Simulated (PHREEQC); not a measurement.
Make-up at 25 °C: 0.0018 mol/kgw NaCl and 0.019 mol/kgw CaCl2. Closed to the air; pH follows from the charge balance.

Computed with PHREEQC (ion-association model, phreeqc.dat).

Each row changes one thing in this solution. Precipitation was switched off in this run.

```tsv
case	pH	CaOH+ (mol/kgw)	SI of Halite (NaCl)
as made	6.96	1.59e-8	-5.90
CaCl2 from 0.019 to 0.0209 mol/kgw	6.95	[?]	[?]
0.0026 mol/kgw NH3 added	[?]	3.35e-5	-5.90
NaCl from 0.0018 to 0.0036 mol/kgw	6.96	1.58e-8	-5.58
CaCl2 from 0.019 to 0.0171 mol/kgw	6.96	[?]	[?]
```

Question: Some entries are withheld; supply them.

Answer: 
- CaCl2 from 0.019 to 0.0209 mol/kgw, CaOH+ (mol/kgw): 1.71e-8
- CaCl2 from 0.019 to 0.0209 mol/kgw, SI of Halite (NaCl): -5.86
- 0.0026 mol/kgw NH3 added, pH: 10.28
- CaCl2 from 0.019 to 0.0171 mol/kgw, CaOH+ (mol/kgw): 1.47e-8
- CaCl2 from 0.019 to 0.0171 mol/kgw, SI of Halite (NaCl): -5.94

Complexes and solids missing from the database can't appear.
